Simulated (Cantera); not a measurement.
Charge: 1 mol acetone, 0.52 mol H₂, 29 mol N₂, equilibrated at 0.220 bar.

Equilibrium computed with Cantera from the NASA thermochemical tables; the gas is ideal and each condensed phase is pure. Candidate condensed phases: C, C₆H₆, C₇H₈, C₈H₁₈, H₂O; 136 gas species. The feed counts by its element totals alone. Equilibrium is a limit: real reactors are often held back by kinetics, nucleation or transport.

At 2523 K, list the 6 most abundant gas species with their mole fractions, and the condensed phases.

N₂ 0.846, H₂ 0.0834, CO 0.0296, HCN 0.0199, H 0.0171, HNC 0.00239. Condensed: C(graphite).
